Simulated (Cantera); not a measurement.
Input (Python, Cantera) and output of one run.

```python
import numpy as np
import cantera as ct

gas_names = """
    Ca CaCL CaCL2 Ca2 CL CL2 N N2
""".split()
cond_names = """
    Ca(a) Ca(b) Ca(L) CaCL2(s) CaCL2(L)
""".split()


# ... load() reads the species with a 1 bar reference pressure and builds the phases ...
atoms = {
    'CaCl2': {'Ca': 1, 'CL': 2},
    'N2': {'N': 2},
}
top_T = {}  # K; cautious upper limits of use, not melting points


# ... equilibrate(T, P, feed) seeds the gas with the atoms and calls Mixture.equilibrate('TP', solver="vcs", rtol=1e-11, max_steps=5000) ...
results = []
feed = {'CaCl2': 1, 'N2': 10}  # mol
P = 0.81  # Pa
for T in [1723, 1748, 1773, 1798, 1823, 1848, 1873, 1898, 1923, 1948, 1973, 1998, 2023]:
    mix = equilibrate(T, P, feed)
    results.append((T, P, feed, dict(zip(mix.species_names, mix.species_moles))))
    x = sorted(zip(gas.X, gas.species_names), reverse=True)
    print(f"T = {T:g} K  P = {P:g} Pa  gas = {mix.phase_moles(0):.4g} mol")
    print("   x: " + "  ".join(f"{s} {v:.3e}" for v, s in x if v > 0.001))
    print("   condensed (mol): " + ("  ".join(f"{mix.phase(i).name} {mix.phase_moles(i):.4g}"
          for i in range(1, mix.n_phases) if mix.phase_moles(i) > 1e-12) or "none"))
```

Result:

```
T = 1723 K  P = 0.81 Pa  gas = 11.06 mol
   x: N2 9.043e-01  CaCL2 8.620e-02  CL 5.302e-03  CaCL 3.155e-03  Ca 1.074e-03
   condensed (mol): none
T = 1748 K  P = 0.81 Pa  gas = 11.08 mol
   x: N2 9.028e-01  CaCL2 8.489e-02  CL 6.914e-03  CaCL 3.868e-03  Ca 1.523e-03
   condensed (mol): none
T = 1773 K  P = 0.81 Pa  gas = 11.1 mol
   x: N2 9.010e-01  CaCL2 8.327e-02  CL 8.949e-03  CaCL 4.693e-03  Ca 2.128e-03
   condensed (mol): none
T = 1798 K  P = 0.81 Pa  gas = 11.13 mol
   x: N2 8.986e-01  CaCL2 8.130e-02  CL 1.150e-02  CaCL 5.635e-03  Ca 2.932e-03
   condensed (mol): none
T = 1823 K  P = 0.81 Pa  gas = 11.16 mol
   x: N2 8.958e-01  CaCL2 7.890e-02  CL 1.466e-02  CaCL 6.693e-03  Ca 3.984e-03
   condensed (mol): none
T = 1848 K  P = 0.81 Pa  gas = 11.21 mol
   x: N2 8.922e-01  CaCL2 7.602e-02  CL 1.855e-02  CaCL 7.860e-03  Ca 5.343e-03
   condensed (mol): none
T = 1873 K  P = 0.81 Pa  gas = 11.26 mol
   x: N2 8.879e-01  CaCL2 7.260e-02  CL 2.326e-02  CaCL 9.121e-03  Ca 7.070e-03
   condensed (mol): none
T = 1898 K  P = 0.81 Pa  gas = 11.33 mol
   x: N2 8.828e-01  CaCL2 6.860e-02  CL 2.891e-02  CaCL 1.045e-02  Ca 9.232e-03
   condensed (mol): none
T = 1923 K  P = 0.81 Pa  gas = 11.41 mol
   x: N2 8.767e-01  CaCL2 6.398e-02  CL 3.559e-02  Ca 1.190e-02  CaCL 1.180e-02
   condensed (mol): none
T = 1948 K  P = 0.81 Pa  gas = 11.5 mol
   x: N2 8.697e-01  CaCL2 5.873e-02  CL 4.336e-02  Ca 1.512e-02  CaCL 1.312e-02
   condensed (mol): none
T = 1973 K  P = 0.81 Pa  gas = 11.61 mol
   x: N2 8.616e-01  CaCL2 5.289e-02  CL 5.221e-02  Ca 1.894e-02  CaCL 1.434e-02
   condensed (mol): none
T = 1998 K  P = 0.81 Pa  gas = 11.73 mol
   x: N2 8.526e-01  CL 6.209e-02  CaCL2 4.654e-02  Ca 2.337e-02  CaCL 1.536e-02
   condensed (mol): none
T = 2023 K  P = 0.81 Pa  gas = 11.86 mol
   x: N2 8.429e-01  CL 7.280e-02  CaCL2 3.985e-02  Ca 2.836e-02  CaCL 1.608e-02
   condensed (mol): none
```

These are equilibrium values from Cantera (NASA tables, ideal gas, pure condensed phases), not measurements of a reactor.
